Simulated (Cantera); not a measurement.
A closed system holds: 1 mol Si₂H₆, 5.5 mol H₂, 0.022 mol Cl₂, held at 1548.15 K and 100 Torr.

Cantera equilibrium calculation (NASA polynomials, part measured and part estimated; ideal gas, pure solids and liquids). Candidate condensed phases: Si; 19 gas species. The feed counts by its element totals alone. The numbers say what is thermodynamically allowed, not how fast it happens.

Base state: H₂ 0.995, HCl 0.00499, H 8.43e-5, SiCl₂ 8.34e-5 (mole fractions); condensed: Si(s).

Problem. What changes in the equilibrium state with this change: Cl₂ from 0.022 to 0.56 mol?

Solution. 
| species | before | after |
|---|---|---|
| H₂ | 0.995 | 0.901 |
| HCl | 0.00499 | 0.0760 |
| SiCl₂ | 8.34e-5 | 0.0213 |
| SiCl₄ | 2.66e-9 | 0.000174 |
| SiCl₃ | 2.81e-7 | 0.00115 |
| SiHCl₃ | 6.47e-8 | 0.000252 |
| SiH₂Cl₂ | 2.57e-7 | 5.95e-5 |
| Si(s), mol | 2.00 | 1.79 |
The tables' values for SiCl₃ are old estimates; treat these amounts as uncertain.
